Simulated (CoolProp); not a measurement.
Vapour pressure (MPa) of neopentane: the reference equation beside estimates from Tc = 433.7 K, pc = 3.196 MPa, ω = 0.196.

Values from CoolProp's reference Helmholtz-energy equation of state, Lemmon 2006. It is a short technical equation, of lower accuracy than the large ones.

```
T (K)   reference  Lee-Kesler  Redlich-Kwong  Soave-Redlich-Kwong  Peng-Robinson
-----  ----------  ----------  -------------  -------------------  -------------
337.2      0.5091      0.5101         0.6390               0.5118         0.5063
344.1      0.6000      0.6012         0.7404               0.6040         0.5971
351.1  (withheld)      0.7052         0.8542               0.7096     (withheld)
358        0.8189      0.8199         0.9776               0.8264         0.8162
364.9      0.9470      0.9478          1.113               0.9566         0.9449
371.8  (withheld)       1.090          1.260                1.101          1.088
378.8       1.249       1.249          1.422                1.264          1.249
385.7       1.422       1.422          1.595                1.440     (withheld)
392.6       1.613       1.613          1.781                1.634     (withheld)
399.5       1.822       1.822          1.981                1.845          1.829
406.5       2.054       2.055          2.199                2.080          2.064
413.4       2.305       2.306          2.429                2.331          2.317
```

**Question.** Some entries are withheld; supply them.

**Answer.** 
- 351.1, reference: 0.7040
- 351.1, Peng-Robinson: 0.7011
- 371.8, reference: 1.089
- 385.7, Peng-Robinson: 1.424
- 392.6, Peng-Robinson: 1.617

Absolute difference from the reference over all 12 rows, mean and median: Lee-Kesler 0.1 and 0.1 %, Redlich-Kwong 15.0 and 14.8 %, Soave-Redlich-Kwong 1.0 and 1.1 %, Peng-Robinson 0.3 and 0.4 %.
